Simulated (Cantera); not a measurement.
Charge: 1 mol CH3SiH3, a varied amount of H2, held at 2300 K and 1.33 mbar.

Cantera equilibrium calculation (NASA polynomials, part measured and part estimated; ideal gas, pure solids and liquids). Candidate condensed phases: C, C6H6, C7H8, C8H18, Si, SiC; 87 gas species. The feed counts by its element totals alone. Gases not in the tables: Si2H6 and higher silanes. Rates play no part.

x: gas mole fraction; n: condensed amount in mol.

| n(H2) (mol) | x H2 | x H | x Si | x SiC2 | n C(graphite) | n SiC(s) |
|---|---|---|---|---|---|---|
| 1.6 | 0.658 | 0.215 | 0.100 | 0.0139 | 0.541 | 0.209 |
| 3.1 | 0.662 | 0.216 | 0.0967 | 0.0133 | 0.683 | 0 |
| 6 | 0.691 | 0.220 | [?] | [?] | 0.669 | 0 |
| 12 | 0.718 | 0.225 | 0.0454 | 0.00626 | 0.630 | 0 |
| 23 | 0.737 | 0.228 | 0.0275 | 0.00379 | 0.552 | 0 |
| 45 | 0.749 | 0.229 | 0.0154 | 0.00212 | 0.387 | 0 |
| 88 | 0.757 | 0.231 | 0.00826 | 0.00114 | 0.0600 | 0 |
| 170 | 0.762 | 0.231 | 0.00460 | 0.000402 | 0 | 0 |
| 340 | 0.765 | 0.232 | 0.00242 | 0.000116 | 0 | 0 |
| 660 | 0.766 | 0.232 | [?] | [?] | 0 | 0 |
| 1300 | 0.767 | 0.232 | 0.000661 | 8.90e-6 | 0 | 0 |

Question: Complete the blanks.

Answer: 
- 660, x Si: 0.00128
- 660, x SiC2: 3.31e-5
- 6, x Si: 0.0705
- 6, x SiC2: 0.00974
